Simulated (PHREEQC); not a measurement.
Synthetic water in mg/kgw, 25 °C, pH 6.28, pe 1.4:

```tsv
constituent	mg/kgw
Na	2270
K	2.32
Ca	165
Mg	387
Cl	4410
S(6) as SO4	443
Alkalinity as HCO3	313
Fe(2)	4.12
Br	202
```

Valence states are taken as typed.

All values are PHREEQC results (ion-association model, wateq4f.dat), not measurements.

Precipitation was switched off in this run.

### Question
Order these Mg species by the share of Mg that they hold, largest first: MgSO4, Mg+2, MgHCO3+.

### Answer
Mg+2 (91 %), MgSO4 (6.8 %), MgHCO3+ (1.8 %)

### Question
Order these C species by the share of C that they hold, largest first: MgHCO3+, CaHCO3+, CO2, NaHCO3, HCO3-.

### Answer
HCO3- (50 %), CO2 (44 %), MgHCO3+ (3.2 %), NaHCO3 (1.5 %), CaHCO3+ (0.83 %)

The pH is 6.28 and the ionic strength 0.158 mol/kgw.
